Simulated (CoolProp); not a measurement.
Properties of dimethyl ether at several states (Tc = 400.4 K, pc = 5.337 MPa, ω = 0.196).

Computed with CoolProp (reference Helmholtz-energy equation of state, Wu 2011).

| T (K) | p (MPa) | phase | speed of sound (m/s) | expansivity (1/kK) | fugacity coefficient |
|---|---|---|---|---|---|
| 186.2 | 0.149 | liquid | 1501 | 1.519 | 0.01539 |
| 329.6 | 24.7 | liquid | 939.9 | 1.964 | 0.08336 |
| 218.5 | 0.0354 | liquid | 1313 | 1.668 | 0.6251 |
| 373 | 14.6 | liquid | 651.0 | 3.109 | 0.2232 |
